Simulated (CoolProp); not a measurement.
A simple Rankine cycle with hexamethyldisiloxane (MM): condensing at 332.15 K, boiler at 1.66 MPa, turbine inlet 524.1 K, turbine efficiency 0.7, pump efficiency 0.7, no recuperator. Each further row changes one setting.

Model: reference Helmholtz-energy equation of state, Thol 2016, in CoolProp.

| case | thermal efficiency (%) | net work (kJ/kg) | heat in (kJ/kg) | turbine exit temperature (K) | volume ratio over the turbine |
|---|---|---|---|---|---|
| as stated | 12.0 | 62.6 | 521 | [?] | 97.3 |
| turbine inlet 544.1 K | 11.7 | 66.9 | 570 | [?] | 86.5 |
| condensing temperature 324.15 K | 12.6 | 67.7 | 537 | 467.8 | [?] |
| boiler pressure 1.16 MPa | 11.3 | 60.9 | 539 | 480.9 | 55.6 |
| turbine efficiency 0.6 | 10.2 | 53.2 | 521 | 475.4 | 98.3 |

Task: What belongs in the gaps?

Result: 
- as stated, turbine exit temperature (K): 470.6
- turbine inlet 544.1 K, turbine exit temperature (K): 493.4
- condensing temperature 324.15 K, volume ratio over the turbine: 133
